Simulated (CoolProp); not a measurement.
Saturated liquid density (kg/m³) of R22: the reference equation beside estimates from Tc = 96.1 °C, pc = 4.990 MPa, ω = 0.221. Rackett uses Z = 0.29056 − 0.08775 ω.

Values from CoolProp's reference Helmholtz-energy equation of state, Kamei 1995.

```
T (°C)  reference  Rackett  van der Waals  Soave-Redlich-Kwong
------  ---------  -------  -------------  -------------------
-11.65       1320     1298          796.4                 1193
1.25         1277     1256          770.7                 1149
14.05        1232     1211          743.2                 1100
26.95        1183     1163          713.0                 1046
39.85        1129     1111          679.7                985.2
52.75        1069     1052          642.0                915.2
65.65       997.5    982.7          598.2                832.5
78.45       907.0    896.1          544.0                730.1
```

Absolute difference from the reference over all 8 rows, mean and median: Rackett 1.6 and 1.6 %, van der Waals 39.8 and 39.8 %, Soave-Redlich-Kwong 13.1 and 12.2 %.
